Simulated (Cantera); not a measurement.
Charge: 1 mol Cu, 0.23 mol O2, 0.33 mol CO, held at 1775 °C and 5.40 bar.

Cantera equilibrium calculation (NASA polynomials, part measured and part estimated; ideal gas, pure solids and liquids). Candidate condensed phases: C, Cu, CuO, Cu2O; 15 gas species. Each liquid is taken as pure. Mutual solubility and eutectic melting of coexisting phases are not modelled. Rates play no part.

**Question.** What is the equilibrium state?

**Answer.** 
```json
{
  "x(CO2)": "0.982",
  "x(CO)": "0.0134",
  "x(O2)": "0.00380",
  "x(Cu)": "0.00123",
  "x(O)": "2.55e-5",
  "x(CuO)": "1.80e-5",
  "x(Cu2)": "5.97e-6",
  "n(Cu(l))": "0.736 mol",
  "n(Cu2O(l))": "0.132 mol",
  "gas_amount": "0.3317 mol",
  "log10 activity of C(graphite) (absent)": "-7.70"
}
```
